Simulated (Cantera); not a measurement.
## Dilute partial oxidation

An isothermal, constant-pressure homogeneous reactor starts with 1.45 % CH₃OH, 1.74 % O₂, 96.8 % N₂, equivalence ratio 1.2, at 1550 K and 160000 Pa.

Computed with Cantera and GRI-Mech 3.0 (53 species, 325 reactions). GRI-Mech 3.0 was tuned for natural gas; its chemistry of methanol as a main component is partial and can be far from experiment. The temperature is held fixed by assumption; the heat of reaction is taken as removed at once.

```tsv
t (s)	x CH₃OH	x O₂	x C₂H₆	x HO₂	x CH₂O	x CO₂	x C₂H
0.000300	8.37e-7	0.00924	2.55e-9	3.82e-6	3.93e-6	0.000652	5.18e-11
0.000808	<1e-12	0.000899	<1e-12	4.10e-7	1.17e-10	0.00890	<1e-12
0.00217	<1e-12	0.000120	<1e-12	5.90e-8	4.88e-11	0.00977	<1e-12
0.00585	<1e-12	1.16e-5	<1e-12	5.96e-9	2.50e-11	0.00984	<1e-12
0.0158	<1e-12	1.19e-6	<1e-12	5.86e-10	1.69e-11	0.00983	<1e-12
0.0424	<1e-12	1.31e-7	<1e-12	5.43e-11	1.42e-11	0.00982	<1e-12
0.114	<1e-12	1.52e-8	<1e-12	4.26e-12	1.33e-11	0.00981	<1e-12
0.307	<1e-12	2.05e-9	<1e-12	<1e-12	1.30e-11	0.00981	<1e-12
0.828	<1e-12	5.15e-10	<1e-12	<1e-12	1.29e-11	0.00981	<1e-12
2.23	<1e-12	3.65e-10	<1e-12	<1e-12	1.29e-11	0.00981	<1e-12
6.00	<1e-12	3.30e-10	<1e-12	<1e-12	1.29e-11	0.00981	<1e-12
```
x: mole fraction; the columns are a selection and need not sum to one.

Equilibrium at this temperature and pressure: CH₃OH <1e-12, O₂ 3.02e-10, C₂H₆ <1e-12, HO₂ <1e-12, CH₂O 1.28e-11, CO₂ 0.00982, C₂H <1e-12 (gas phase only).
